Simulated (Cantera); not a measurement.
Input (Python, Cantera):

```python
import numpy as np
import cantera as ct

gas = ct.Solution("gri30.yaml")
gas.TPX = 1425, 500000, {'C3H8': 1, 'O2': 3.9, 'N2': 44.8}
reactor = ct.IdealGasConstPressureReactor(gas, energy="on", clone=False)
net = ct.ReactorNet([reactor])
net.rtol, net.atol = 1e-08, 1e-16
show = ['C3H8', 'O2', 'HCN', 'C2H2', 'CO', 'CH2', 'C2H4']
times = np.geomspace(9e-06, 0.9, 12)

steps = ct.SolutionArray(gas, extra=["t"])
rows = []
print(f"{'t/s':>10s}{'T/K':>9s}{'P/Pa':>11s}" + "".join(f"{s:>11s}" for s in show))
for t in times:
    while net.time < t:
        t_next = net.step()
        steps.append(gas.state, t=t_next)
    rows.append([np.interp(t, steps.t, y) for y in (steps.T, steps.P, *steps(*show).X.T)])
    print(f"{t:10.3e}{rows[-1][0]:9.1f}{rows[-1][1]:11.4g}" + "".join(f"{x:11.3e}" for x in rows[-1][2:]))
rate = np.gradient(steps.T, steps.t)
print("integrator steps:", len(steps.t))
if steps.T.max() > steps.T[0] + 200:
    print(f"time of steepest temperature rise: {steps.t[rate.argmax()]:.4e} s")
gas.TPX = 1425, 500000, {'C3H8': 1, 'O2': 3.9, 'N2': 44.8}
gas.equilibrate("HP")
print(f"equilibrium (HP): T = {gas.T:.1f} K  " + "  ".join(f"{s} {gas[s].X[0]:.3e}" for s in show))
```

Output:

```
       t/s      T/K       P/Pa       C3H8         O2        HCN       C2H2         CO        CH2       C2H4
 9.000e-06   1422.9      5e+05  1.959e-02  7.829e-02  3.923e-13  1.194e-07  4.095e-06  2.322e-08  5.080e-04
 2.563e-05   1422.1      5e+05  1.827e-02  7.783e-02  3.240e-12  1.768e-06  5.291e-05  3.169e-08  1.813e-03
 7.300e-05   1423.5      5e+05  1.418e-02  7.593e-02  1.972e-11  2.155e-05  5.621e-04  5.474e-08  5.822e-03
 2.079e-04   2120.8      5e+05 -9.665e-34  9.925e-04  3.824e-10  1.597e-17  3.055e-02  3.165e-14  1.140e-21
 5.921e-04   2174.8      5e+05  2.105e-37  3.258e-05  9.161e-10  5.010e-17  2.961e-02  6.931e-15  8.743e-21
 1.686e-03   2179.1      5e+05  2.429e-37  6.049e-06  3.768e-09  6.281e-17  2.960e-02  4.125e-15  1.124e-20
 4.803e-03   2179.4      5e+05  3.190e-37  5.036e-06  5.901e-09  8.655e-17  2.960e-02  4.000e-15  1.491e-20
 1.368e-02   2179.4      5e+05  3.194e-37  5.034e-06  6.043e-09  8.662e-17  2.960e-02  4.002e-15  1.492e-20
 3.896e-02   2179.4      5e+05  3.201e-37  5.032e-06  6.270e-09  8.671e-17  2.961e-02  4.005e-15  1.494e-20
 1.110e-01   2179.3      5e+05  3.212e-37  5.029e-06  6.592e-09  8.685e-17  2.961e-02  4.009e-15  1.497e-20
 3.160e-01   2179.3      5e+05  3.217e-37  5.028e-06  6.737e-09  8.691e-17  2.961e-02  4.011e-15  1.498e-20
 9.000e-01   2179.3      5e+05  3.217e-37  5.028e-06  6.742e-09  8.691e-17  2.961e-02  4.011e-15  1.498e-20
integrator steps: 1928
time of steepest temperature rise: 1.5374e-04 s
equilibrium (HP): T = 2179.3 K  C3H8 3.969e-37  O2 5.028e-06  HCN 6.742e-09  C2H2 9.489e-17  CO 2.961e-02  CH2 4.393e-15  C2H4 1.636e-20
```

Computed with Cantera and GRI-Mech 3.0 (53 species, 325 reactions). GRI-Mech 3.0 was tuned for natural gas; its chemistry of propane as a main component is partial and can be far from experiment.
